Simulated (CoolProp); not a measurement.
Vapour-liquid equilibrium of benzene (1) + dimethyl carbonate (2) at 0.0254 MPa; x and y are mole fractions of (1).

Model: multi-fluid Helmholtz-energy mixture model, Thol 2012 and Zhou 2011; pair parameters Bell 2016, in CoolProp.

```
x      bubble temperature (°C)  y at the bubble point  dew temperature at overall composition x (°C)  liquid density (mol/L)
-----  -----------------------  ---------------------  ---------------------------------------------  ----------------------
0.05                      50.7                  0.102                                           51.4                   11.38
0.125                     48.9                  0.229                                              …                   11.35
0.2                       47.5                  0.331                                              …                   11.32
0.275                     46.3                  0.417                                           48.3                   11.28
0.35                      45.2                  0.490                                           47.2                   11.25
0.425                        …                  0.556                                           46.1                   11.21
0.5                       43.6                  0.615                                           45.1                   11.18
0.575                     43.0                      …                                           44.1                   11.14
0.65                      42.5                  0.725                                           43.2                       …
0.725                     42.0                  0.779                                           42.5                   11.08
0.8                       41.6                  0.834                                              …                   11.04
0.875                     41.3                  0.892                                              …                   11.01
0.95                      41.1                  0.955                                           41.1                   10.98
```

Q: What belongs in the gaps?

A: 
- 0.125, dew temperature at overall composition x (°C): 50.4
- 0.2, dew temperature at overall composition x (°C): 49.3
- 0.425, bubble temperature (°C): 44.4
- 0.575, y at the bubble point: 0.671
- 0.65, liquid density (mol/L): 11.11
- 0.8, dew temperature at overall composition x (°C): 41.8
- 0.875, dew temperature at overall composition x (°C): 41.4

No azeotrope shows between x = 0.05 and 0.95.

Pair parameters are fitted to limited data, so mixtures are less certain than the pure fluids.
